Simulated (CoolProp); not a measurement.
Vapour-liquid equilibrium of o-xylene (1) + n-undecane (2) at 188.85 °C; x and y are mole fractions of (1).

The numbers come from the multi-fluid Helmholtz-energy mixture model, Zhou 2012 and Aleksandrov 2011; pair parameters Bell 2016 in CoolProp.

| x | bubble pressure, mixture model (bar) | bubble pressure, Raoult's law (bar) | y, mixture model | y, Raoult's law |
|---|---|---|---|---|
| 0.05 | 0.9408 | 0.9539 | (withheld) | 0.151 |
| 0.2 | 1.221 | 1.259 | 0.429 | 0.459 |
| 0.35 | (withheld) | 1.565 | 0.621 | 0.646 |
| 0.5 | 1.824 | 1.870 | 0.754 | 0.772 |
| 0.65 | (withheld) | 2.175 | 0.851 | 0.863 |
| 0.8 | 2.455 | 2.480 | (withheld) | 0.931 |
| 0.95 | 2.778 | 2.786 | (withheld) | 0.985 |

Q: Some entries are withheld; supply them.

A: 
- 0.05, y, mixture model: 0.134
- 0.35, bubble pressure, mixture model (bar): 1.518
- 0.65, bubble pressure, mixture model (bar): 2.136
- 0.8, y, mixture model: 0.925
- 0.95, y, mixture model: 0.983

The largest gap from Raoult's law is -3.0 % in bubble pressure, at x = 0.2. No azeotrope shows between x = 0.05 and 0.95.

The pair parameters rest on a limited set of measurements; away from them the model extrapolates.
